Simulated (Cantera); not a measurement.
Moist CO burnout

An isothermal, constant-pressure homogeneous reactor starts with 0.796 % CO, 0.894 % O2, 0.0943 % H2O, 98.2 % N2, equivalence ratio 0.45, at 1225 K and 0.148 atm.

Detailed kinetics in Cantera: GRI-Mech 3.0 (53 species, 325 reactions).

```csv
t (s),x CO,x O2,x H2O,x H,x CO2,x N2O,x HO2
3.00e-5,0.00796,0.00894,0.000943,<1e-12,2.33e-11,<1e-12,<1e-12
7.82e-5,0.00796,0.00894,0.000943,<1e-12,6.07e-11,<1e-12,<1e-12
0.000204,0.00796,0.00894,0.000943,<1e-12,1.59e-10,<1e-12,<1e-12
0.000531,0.00796,0.00894,0.000943,2.05e-12,4.16e-10,<1e-12,<1e-12
0.00138,0.00796,0.00894,0.000943,1.81e-11,1.12e-9,<1e-12,1.78e-12
0.00361,0.00796,0.00894,0.000943,1.40e-10,3.41e-9,<1e-12,1.38e-11
0.00940,0.00796,0.00894,0.000943,1.36e-9,1.90e-8,<1e-12,2.22e-10
0.0245,0.00795,0.00894,0.000943,7.14e-8,8.85e-7,3.18e-11,1.37e-8
0.0638,0.00640,0.00783,0.000766,0.000266,0.00156,6.40e-8,2.84e-7
0.166,0.000928,0.00529,0.000754,0.000254,0.00705,6.52e-8,2.26e-7
0.434,0.000130,0.00502,0.000925,1.19e-5,0.00786,1.11e-7,1.30e-7
1.13,1.91e-5,0.00498,0.000942,6.38e-7,0.00797,1.48e-7,4.72e-8
2.94,2.83e-6,0.00498,0.000945,4.10e-8,0.00798,1.54e-7,1.09e-8
7.67,4.49e-7,0.00498,0.000946,3.42e-9,0.00799,1.21e-7,2.13e-9
20.0,8.96e-8,0.00498,0.000946,4.39e-10,0.00799,5.54e-8,4.83e-10
```
x: mole fraction; the columns are a selection and need not sum to one.

Equilibrium at this temperature and pressure: CO 9.15e-9, O2 0.00496, H2O 0.000947, H 2.20e-11, CO2 0.00799, N2O 1.22e-9, HO2 6.42e-11 (gas phase only).
